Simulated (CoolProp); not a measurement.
Vapour-liquid equilibrium of R152A (1) + isobutane (2) at 1160 kPa; x and y are mole fractions of (1).

Model: multi-fluid Helmholtz-energy mixture model, Outcalt 1996 and Bücker 2006; pair parameters Bell 2016, in CoolProp.

```tsv
x	bubble temperature, mixture model (K)	bubble temperature, Raoult's law (K)	y, mixture model	y, Raoult's law
0.05	340.8	344.5	0.126	0.084
0.15	332.8	341.3	0.310	0.234
0.25	327.6	338.5	0.432	0.366
0.35	324.2	335.8	0.518	0.482
0.45	321.9	333.4	0.584	0.586
0.55	320.5	331.1	0.640	0.678
0.65	319.6	329.0	0.694	0.762
0.75	319.3	327.0	0.751	0.838
0.85	319.6	325.2	0.823	0.907
0.95	321.1	323.4	0.927	0.970
```

The largest gap from Raoult's law is -11.6 K in bubble temperature, at x = 0.35. y crosses x between x = 0.75 and 0.85: the model has an azeotrope there.

Pair parameters are fitted to limited data, so mixtures are less certain than the pure fluids.
